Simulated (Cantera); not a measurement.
Cantera run, input and output.

```python
import numpy as np
import cantera as ct

gas = ct.Solution("gri30.yaml")
gas.TPX = 1123, 13332, {'C2H4': 5.8, 'H2': 150}
reactor = ct.IdealGasConstPressureReactor(gas, energy="off", clone=False)
net = ct.ReactorNet([reactor])
net.rtol, net.atol = 1e-08, 1e-18
show = ['C2H4', 'H2', 'CH4', 'C2H6', 'C2H2']
times = np.geomspace(5e-06, 60, 11)

steps = ct.SolutionArray(gas, extra=["t"])
rows = []
print(f"{'t/s':>10s}{'T/K':>9s}{'P/Pa':>11s}" + "".join(f"{s:>11s}" for s in show))
for t in times:
    while net.time < t:
        t_next = net.step()
        steps.append(gas.state, t=t_next)
    rows.append([np.interp(t, steps.t, y) for y in (steps.T, steps.P, *steps(*show).X.T)])
    print(f"{t:10.3e}{rows[-1][0]:9.1f}{rows[-1][1]:11.4g}" + "".join(f"{x:11.3e}" for x in rows[-1][2:]))
rate = np.gradient(steps.T, steps.t)
print("integrator steps:", len(steps.t))
if steps.T.max() > steps.T[0] + 200:
    print(f"time of steepest temperature rise: {steps.t[rate.argmax()]:.4e} s")
gas.TPX = 1123, 13332, {'C2H4': 5.8, 'H2': 150}
gas.equilibrate("TP")
print(f"equilibrium (TP): T = {gas.T:.1f} K  " + "  ".join(f"{s} {gas[s].X[0]:.3e}" for s in show))
```

Output:

```
       t/s      T/K       P/Pa       C2H4         H2        CH4       C2H6       C2H2
 5.000e-06   1123.0  1.333e+04  3.723e-02  9.628e-01  1.419e-22  3.167e-15  1.436e-10
 2.552e-05   1123.0  1.333e+04  3.723e-02  9.628e-01  1.956e-20  7.671e-14  7.327e-10
 1.303e-04   1123.0  1.333e+04  3.723e-02  9.628e-01  5.536e-18  1.652e-12  3.740e-09
 6.649e-04   1123.0  1.333e+04  3.723e-02  9.628e-01  9.392e-16  3.728e-11  1.910e-08
 3.393e-03   1123.0  1.333e+04  3.723e-02  9.628e-01  1.311e-13  9.362e-10  9.765e-08
 1.732e-02   1123.0  1.333e+04  3.723e-02  9.628e-01  1.743e-11  2.427e-08  5.031e-07
 8.841e-02   1123.0  1.333e+04  3.722e-02  9.628e-01  2.651e-09  7.668e-07  2.722e-06
 4.512e-01   1123.0  1.333e+04  3.667e-02  9.627e-01  3.476e-05  4.238e-04  1.294e-04
 2.303e+00   1123.0  1.333e+04  2.937e-02  9.595e-01  6.471e-03  1.437e-03  3.236e-03
 1.176e+01   1123.0  1.333e+04  2.009e-02  9.499e-01  2.511e-02  9.796e-04  3.955e-03
 6.000e+01   1123.0  1.333e+04  9.999e-03  9.362e-01  5.139e-02  4.874e-04  1.947e-03
integrator steps: 668
equilibrium (TP): T = 1123.0 K  C2H4 5.993e-05  H2 9.227e-01  CH4 7.718e-02  C2H6 2.996e-06  C2H2 1.119e-05
```

Computed with Cantera and GRI-Mech 3.0 (53 species, 325 reactions). GRI-Mech 3.0 was tuned for natural gas; its chemistry of ethylene as a main component is partial and can be far from experiment. GRI-Mech 3.0 stops at C3 and has no aromatics, soot or wall deposition, so with more carbon than oxygen in the feed, carbon stays in small species such as C2H2 where larger ones or solid carbon would form.
